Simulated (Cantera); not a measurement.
Input: 1 mol CS2, 0.42 mol H2, 0.69 mol SO2, at 2425 K and 0.170 bar.

Cantera equilibrium calculation (NASA polynomials, part measured and part estimated; ideal gas, pure solids and liquids). The numbers say what is thermodynamically allowed, not how fast it happens.

| species | before | after |
|---|---|---|
| S2 | 0.377 | 0.463 |
| CO | 0.324 | 0.300 |
| H2 | 0.0916 | 0.0713 |
| SO | 0.0548 | 0.00432 |
| CO2 | 0.0143 | 0.0609 |
| H | 0.0131 | 0.000151 |
| S | 0.0472 | 0.000809 |
| H2S | 0.00528 | 0.0257 |
| SH | 0.0289 | 0.00688 |
| H2O | 0.0241 | 0.0525 |
| SO2 | 0.0166 | 0.00953 |
| O | 6.27e-5 | 1.08e-8 |
| OH | 0.000656 | 6.50e-6 |
| CS2 | 8.65e-6 | 5.44e-5 |
| COS | 0.000727 | 0.00375 |
| S2O | 0.00174 | 0.00168 |
Gas species are given as mole fractions.

Name the change that produced these shifts.
(A) temperature from 2425 K to 1750 K
(B) H2 from 0.42 to 0.046 mol
(C) H2 from 0.42 to 1.8 mol
(D) SO2 from 0.69 to 0.98 mol

A, temperature from 2425 K to 1750 K
